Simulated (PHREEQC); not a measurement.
A made-up water analysis in mmol/kgw, 60 °C, pH 7.13, pe 8.7: Na 108; K 30.4; Ca 29.7; Mg 1.98; Cl 178; S(6) 9.18; Alkalinity (meq/kgw) 0.402; Li 0.069; O(0) (counted as O atoms) 0.347.

Cl is adjusted to close the charge balance.
Valence states are taken as typed.

Equilibrium calculation in PHREEQC: ion-association model, phreeqc.dat.

Precipitation was switched off in this run.

Estimate the activity of water, specific conductance.

activity of water 0.994; specific conductance 36300 µS/cm.

In which forms is S present?

SO4-2 57 %, CaSO4 25 %, NaSO4- 9.6 %, KSO4- 5.0 %, MgSO4 3.7 % of the S.

At this temperature some constants are extrapolated from 25 °C, and those without enthalpy data are left unchanged.
